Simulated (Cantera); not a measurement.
# Ignition delay

Mixture: CO : H₂ : CH₄ : O₂ : N₂ = 1 : 0.46 : 0.085 : 0.6 : 2.04 (molar parts), at 32.0 bar, adiabatic and at constant pressure. Ignition delay is the time to a rise of 400 K.

Cantera simulation using GRI-Mech 3.0 (53 species, 325 reactions); the numbers are that mechanism's predictions, not measurements. The pressure lies above the range GRI-Mech 3.0 was tuned for (to about 10 atm). Below about 1000 K GRI-Mech 3.0 lacks low-temperature oxidation paths. Below about 950 K walls govern HO2 and H2O2 in real vessels.

| T0 (K) | delay (ms) |
|---|---|
| 900 | 24.6 |
| 975 | 3.83 |
| 1050 | 0.770 |
| 1125 | 0.189 |
| 1200 | 0.0545 |
| 1275 | 0.0184 |
| 1350 | 0.00738 |
| 1425 | 0.00350 |
| 1500 | 0.00193 |

| Item | Value |
|---|---|
| apparent activation energy between 1350 and 1500 K | 150 kJ/mol |
